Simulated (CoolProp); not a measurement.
Vapour pressure (bar) of carbonyl sulfide: the reference equation beside estimates from Tc = 378.8 K, pc = 63.69 bar, ω = 0.098. Clausius-Clapeyron is anchored at 320.8 K with a constant enthalpy of vaporisation of 13.00 kJ/mol.

The numbers come from the reference Helmholtz-energy equation of state, Lemmon 2006 in CoolProp. It is a short technical equation, of lower accuracy than the large ones.

```csv
T (K),reference,Clausius-Clapeyron,Redlich-Kwong,Soave-Redlich-Kwong,Peng-Robinson
301.2,13.81,15.73,15.01,13.94,13.82
307.8,16.16,17.58,17.49,16.33,16.18
314.3,18.74,19.53,20.20,18.96,18.78
320.8,21.60,21.60,23.18,21.88,21.67
327.3,24.77,23.80,26.45,25.11,24.87
333.8,28.26,26.12,30.02,28.67,28.41
340.3,32.10,28.56,33.89,32.57,32.30
346.8,36.31,31.13,38.08,36.84,36.56
353.3,40.91,33.82,42.60,41.48,41.21
```

Absolute difference from the reference over all 9 rows, mean and median: Clausius-Clapeyron 9.0 and 8.8 %, Redlich-Kwong 6.6 and 6.8 %, Soave-Redlich-Kwong 1.3 and 1.4 %, Peng-Robinson 0.4 and 0.4 %.
